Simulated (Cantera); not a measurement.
Input: 1 mol Fe₂O₃, 2 mol O₂, 0.67 mol CO₂, held at 1098.15 K and 7.00 bar.

Method: chemical equilibrium by Gibbs-energy minimisation in Cantera with the NASA 1993 tables (ideal gas, pure condensed phases). Candidate condensed phases: C, Fe, Fe(CO)₅, FeO, Fe₂O₃, Fe₃O₄; 15 gas species. Equilibrium is a limit: real reactors are often held back by kinetics, nucleation or transport.

Base state: O₂ 0.749, CO₂ 0.251 (mole fractions); condensed: Fe₂O₃(s).

**Question.** What changes in the equilibrium state with this change: 0.094 mol H₂S added?

**Answer.** 
```json
[
 {"species": "O₂", "before": "0.749", "after": "0.681"},
 {"species": "CO₂", "before": "0.251", "after": "0.249"},
 {"species": "H₂O", "before": "0", "after": "0.0349"},
 {"species": "SO₃", "before": "0", "after": "0.0203"},
 {"species": "SO₂", "before": "0", "after": "0.0147"},
 {"species": "Fe₂O₃(s), mol", "before": "1.00", "after": "1.00"}
]
```
Further candidate phases: C₆H₆, C₇H₈, C₈H₁₈, Fe(OH)₂, Fe(OH)₃, FeS, FeSO₄, FeS₂, Fe₂(SO₄)₃, H₂O, H₂SO₄, S.
